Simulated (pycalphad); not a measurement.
**Effect of Ti content in Si-Ti**

Computed with pycalphad from the COST 507 light-alloy database (1999), at 1 atm. These are 1990s assessments: newer ones move some temperatures and phases. Amounts are mole fractions of atoms. Kinetics are ignored, which matters at the lower temperatures.

Problem. One of these alloys has its liquidus at 1664 K, its solidus at 1604 K, and holds DIAMOND_A4 0.65, SI2TI 0.35 at 800 K. Which?
A) Si-5.87Ti (at.%)
B) Si-11.75Ti (at.%)
C) Si-17.62Ti (at.%)
D) Si-23.5Ti (at.%)
E) Si-35.25Ti (at.%)
F) Si-70.5Ti (at.%)

Solution. B, Si-11.75Ti (at.%). The others: Si-5.87Ti (at.%), liquidus 1675, solidus 1604; Si-17.62Ti (at.%), liquidus 1616, solidus 1604; Si-23.5Ti (at.%), liquidus 1678, solidus 1604; Si-35.25Ti (at.%), liquidus 1753, solidus 1747; Si-70.5Ti (at.%), liquidus 2284, solidus 1613

Database names, with the compositions (at.%) that they take in these runs: SI2TI: Si 67 Ti 33. DIAMOND_A4 is diamond (Si).
